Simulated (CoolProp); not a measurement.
The fluid at 349.44 K and 0.919 MPa is compressed adiabatically to 1.8 MPa with isentropic efficiency 0.6. The same conditions are run with several fluids, on thermodynamics alone (safety and materials aside).

Computed with CoolProp (reference Helmholtz-energy equation of state of each fluid (R152A: Outcalt 1996; ammonia: Gao 2020; dry air: Lemmon 2000; R13: Platzer 1990; propylene: Lemmon 2013)). The equations of Platzer and Polt are older, rougher fits. Blends and air are pseudo-pure fits.

```tsv
fluid	work (kJ/kg)	final temperature (K)	final density (kg/m³)
R152A	___	___	___
ammonia	195	___	8.86
dry air	124	___	___
R13	30.5	___	61.0
propylene	72.4	395.1	26.0
```

### Question
Complete the blanks.

### Answer

- R152A, work (kJ/kg): 44.1
- R152A, final temperature (K): 393.8
- R152A, final density (kg/m³): 42.8
- ammonia, final temperature (K): 436.4
- dry air, final temperature (K): 471.4
- dry air, final density (kg/m³): 13.2
- R13, final temperature (K): 395.4
